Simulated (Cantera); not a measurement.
Ignition delay

Mixture: CH₄ : O₂ : N₂ : CO₂ = 1 : 0.909 : 3.42 : 0.6 (molar parts), at 458 Torr, adiabatic and at constant pressure. Ignition delay is the time to a rise of 400 K.

Cantera simulation using GRI-Mech 3.0 (53 species, 325 reactions); the numbers are that mechanism's predictions, not measurements.

```csv
T0 (K),delay (ms)
1100,604
1150,275
1200,131
1250,64.2
1300,32.5
1350,17.0
1400,9.09
```

```
Item                                                    Result
--------------------------------------------------  ----------
apparent activation energy between 1300 and 1400 K  190 kJ/mol
```
